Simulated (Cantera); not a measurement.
Adiabatic ignition

An adiabatic, constant-volume homogeneous reactor starts with 5.73 % CH4, 1.20 % C2H6, 0.442 % C3H8, 18.2 % O2, 68.8 % N2, 5.56 % CO2, at 1423 K and 4.93 atm.

Cantera simulation using GRI-Mech 3.0 (53 species, 325 reactions); the numbers are that mechanism's predictions, not measurements.

| t (s) | T (K) | P (bar) | x CH4 | x C2H6 | x C3H8 | x H | x C2H |
|---|---|---|---|---|---|---|---|
| 8.00e-6 | 1422 | 5.00 | 0.0573 | 0.0120 | 0.00436 | 7.94e-7 | <1e-12 |
| 1.57e-5 | 1423 | 5.00 | 0.0571 | 0.0118 | 0.00425 | 2.09e-6 | <1e-12 |
| 3.09e-5 | 1428 | 5.02 | 0.0563 | 0.0112 | 0.00389 | 4.88e-6 | 1.69e-12 |
| 6.06e-5 | 1470 | 5.20 | 0.0516 | 0.00815 | 0.00249 | 1.90e-5 | 1.99e-10 |
| 0.000119 | 2926 | 10.8 | <1e-12 | <1e-12 | <1e-12 | 0.00374 | <1e-12 |
| 0.000234 | 2915 | 10.8 | <1e-12 | <1e-12 | <1e-12 | 0.00364 | <1e-12 |
| 0.000459 | 2908 | 10.7 | <1e-12 | <1e-12 | <1e-12 | 0.00358 | <1e-12 |
| 0.000903 | 2907 | 10.7 | <1e-12 | <1e-12 | <1e-12 | 0.00357 | <1e-12 |
| 0.00177 | 2907 | 10.7 | <1e-12 | <1e-12 | <1e-12 | 0.00357 | <1e-12 |
| 0.00348 | 2907 | 10.7 | <1e-12 | <1e-12 | <1e-12 | 0.00357 | <1e-12 |
| 0.00684 | 2907 | 10.7 | <1e-12 | <1e-12 | <1e-12 | 0.00357 | <1e-12 |
| 0.0134 | 2907 | 10.7 | <1e-12 | <1e-12 | <1e-12 | 0.00357 | <1e-12 |
| 0.0264 | 2907 | 10.7 | <1e-12 | <1e-12 | <1e-12 | 0.00357 | <1e-12 |
| 0.0518 | 2907 | 10.7 | <1e-12 | <1e-12 | <1e-12 | 0.00357 | <1e-12 |
| 0.102 | 2907 | 10.7 | <1e-12 | <1e-12 | <1e-12 | 0.00357 | <1e-12 |
| 0.200 | 2907 | 10.7 | <1e-12 | <1e-12 | <1e-12 | 0.00357 | <1e-12 |
x: mole fraction; the columns are a selection and need not sum to one.

```yaml
time_of_steepest_temperature_rise: 83.3 µs
temperature at 0.200 s: 2907 K
equilibrium_temperature: 2907 K
x(CH4) at 0.200 s: <1e-12 (gas-phase equilibrium <1e-12)
x(C2H6) at 0.200 s: <1e-12 (gas-phase equilibrium <1e-12)
x(C3H8) at 0.200 s: <1e-12 (gas-phase equilibrium <1e-12)
```
